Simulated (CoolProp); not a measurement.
Properties of neopentane along the isotherm 400.4 K.

Model: reference Helmholtz-energy equation of state, Lemmon 2006, in CoolProp. It is a short technical equation, of lower accuracy than the large ones.

```
p (MPa)   phase  cp (kJ/(kg K))  cv (kJ/(kg K))  speed of sound (m/s)  isothermal compressibility (1/MPa)  expansivity (1/kK)
-------  ------  --------------  --------------  --------------------  ----------------------------------  ------------------
0.533       gas           2.237           2.074                 205.3                               2.045               3.226
1.07        gas           2.359           2.105                 186.0                               1.161               4.529
1.6         gas           2.646           2.159                 160.2                              0.9861               7.623
2.13     liquid           3.298           2.182                 340.4                             0.03002               6.030
2.66     liquid           3.203           2.177                 364.0                             0.02518               5.334
3.2      liquid           3.133           2.173                 385.2                             0.02176               4.826
3.73     liquid           3.079           2.170                 403.8                             0.01928               4.446
4.26     liquid           3.037           2.168                 420.8                             0.01736               4.143
4.79     liquid           3.001           2.166                 436.5                             0.01581               3.894
5.33     liquid           2.971           2.165                 451.5                             0.01452               3.681
5.86     liquid           2.945           2.164                 465.3                             0.01346               3.503
6.39     liquid           2.922           2.163                 478.3                             0.01256               3.347
6.93     liquid           2.902           2.162                 491.0                             0.01176               3.208
7.46     liquid           2.884           2.161                 502.9                             0.01108               3.087
7.99     liquid           2.868           2.161                 514.2                             0.01048               2.979
```
